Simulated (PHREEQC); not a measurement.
Dissolve 0.016 mol/kgw H2SO4, 0.0014 mol/kgw Cs2SO4 and 0.03 mol/kgw ZnCl2 at 20 °C. Closed to the air; pH follows from the charge balance.

All values are PHREEQC results (ion-association model, wateq4f.dat), not measurements.

Each row changes one thing in this solution. No solid was allowed to form.

```csv
case,pH,ionic strength (mol/kgw),SO4-2 (mol/kgw),HSO4- (mol/kgw)
as made,1.67,0.108,0.00637,0.00571
ZnCl2 left out,1.70,0.0342,0.00842,0.00898
H2SO4 from 0.016 to 0.0176 mol/kgw,1.63,[?],0.00680,0.00659
H2SO4 replaced by Li2SO4 at the same molality,[?],0.111,0.00943,1.39e-6
temperature from 20 to 35 °C,1.68,0.105,0.00570,0.00675
```

Q: Fill in the missing entries.

A: 
- H2SO4 from 0.016 to 0.0176 mol/kgw, ionic strength (mol/kgw): 0.110
- H2SO4 replaced by Li2SO4 at the same molality, pH: 5.45
